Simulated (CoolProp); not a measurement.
Vapour-liquid equilibrium of carbonyl sulfide (1) + propane (2) at 226.8 K; x and y are mole fractions of (1).

Model: multi-fluid Helmholtz-energy mixture model, Lemmon 2006 and Lemmon 2009; pair parameters Bell 2016, in CoolProp.

```json
[
 {"x": "0.05", "bubble pressure, mixture model (kPa)": "86.52", "bubble pressure, Raoult's law (kPa)": "85.56", "y, mixture model": "0.079", "y, Raoult's law": "0.070"},
 {"x": "0.125", "bubble pressure, mixture model (kPa)": "90.22", "bubble pressure, Raoult's law (kPa)": "88.32", "y, mixture model": "0.182", "y, Raoult's law": "0.171"},
 {"x": "0.2", "bubble pressure, mixture model (kPa)": "93.47", "bubble pressure, Raoult's law (kPa)": "91.08", "y, mixture model": "0.273", "y, Raoult's law": "0.265"},
 {"x": "0.275", "bubble pressure, mixture model (kPa)": "(withheld)", "bubble pressure, Raoult's law (kPa)": "93.84", "y, mixture model": "0.355", "y, Raoult's law": "0.353"},
 {"x": "0.35", "bubble pressure, mixture model (kPa)": "99.08", "bubble pressure, Raoult's law (kPa)": "96.60", "y, mixture model": "0.433", "y, Raoult's law": "0.437"},
 {"x": "0.425", "bubble pressure, mixture model (kPa)": "101.6", "bubble pressure, Raoult's law (kPa)": "99.35", "y, mixture model": "(withheld)", "y, Raoult's law": "0.515"},
 {"x": "0.5", "bubble pressure, mixture model (kPa)": "104.0", "bubble pressure, Raoult's law (kPa)": "102.1", "y, mixture model": "0.577", "y, Raoult's law": "0.590"},
 {"x": "0.575", "bubble pressure, mixture model (kPa)": "(withheld)", "bubble pressure, Raoult's law (kPa)": "104.9", "y, mixture model": "0.646", "y, Raoult's law": "0.661"},
 {"x": "0.65", "bubble pressure, mixture model (kPa)": "108.8", "bubble pressure, Raoult's law (kPa)": "107.6", "y, mixture model": "0.714", "y, Raoult's law": "0.728"},
 {"x": "0.725", "bubble pressure, mixture model (kPa)": "111.1", "bubble pressure, Raoult's law (kPa)": "110.4", "y, mixture model": "0.780", "y, Raoult's law": "0.791"},
 {"x": "0.8", "bubble pressure, mixture model (kPa)": "113.6", "bubble pressure, Raoult's law (kPa)": "113.1", "y, mixture model": "0.844", "y, Raoult's law": "0.852"},
 {"x": "0.875", "bubble pressure, mixture model (kPa)": "(withheld)", "bubble pressure, Raoult's law (kPa)": "115.9", "y, mixture model": "0.905", "y, Raoult's law": "0.910"},
 {"x": "0.95", "bubble pressure, mixture model (kPa)": "118.7", "bubble pressure, Raoult's law (kPa)": "118.7", "y, mixture model": "0.963", "y, Raoult's law": "0.965"}
]
```

Some entries are withheld; supply them.


- 0.275, bubble pressure, mixture model (kPa): 96.39
- 0.425, y, mixture model: 0.506
- 0.575, bubble pressure, mixture model (kPa): 106.4
- 0.875, bubble pressure, mixture model (kPa): 116.1

The largest gap from Raoult's law is +2.7 % in bubble pressure, at x = 0.275. No azeotrope shows between x = 0.05 and 0.95.

Pair parameters are fitted to limited data, so mixtures are less certain than the pure fluids.
